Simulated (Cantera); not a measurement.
## Thermodynamics of abatement and gas-phase synthesis, feed S + H2O + N2

Input: 1 mol S, 0.23 mol H2O, 0.35 mol N2, held at 10000 Pa.

Equilibrium computed with Cantera from the NASA thermochemical tables; the gas is ideal and each condensed phase is pure. Candidate condensed phases: H2O, H2SO4, S; 35 gas species. Equilibrium is a limit: real reactors are often held back by kinetics, nucleation or transport.

```csv
T (K),x S2,x N2,x H2,x S,x SO,x H2O,x SO2,x H,x SH
2198,0.362,0.306,0.117,0.0197,0.0528,0.0620,0.0416,0.00602,0.0219
2248,0.353,0.304,0.119,0.0254,0.0596,0.0571,0.0399,0.00801,0.0239
2298,0.343,0.301,0.120,0.0323,0.0664,0.0524,0.0380,0.0105,0.0258
2348,0.333,0.298,0.121,0.0405,0.0733,0.0478,0.0359,0.0136,0.0277
2398,0.321,0.295,0.122,0.0502,0.0800,0.0433,0.0337,0.0174,0.0294
2448,0.308,0.292,0.121,0.0615,0.0865,0.0391,0.0314,0.0219,0.0310
2498,0.294,0.288,0.120,0.0745,0.0926,0.0350,0.0290,0.0273,0.0324
2548,0.279,0.284,0.117,0.0892,0.0981,0.0312,0.0266,0.0335,0.0335
2598,0.263,0.279,0.114,0.106,0.103,0.0276,0.0243,0.0407,0.0343
```
x: gas mole fraction; nothing condenses.

From 2198 K to 2598 K nothing is condensed.
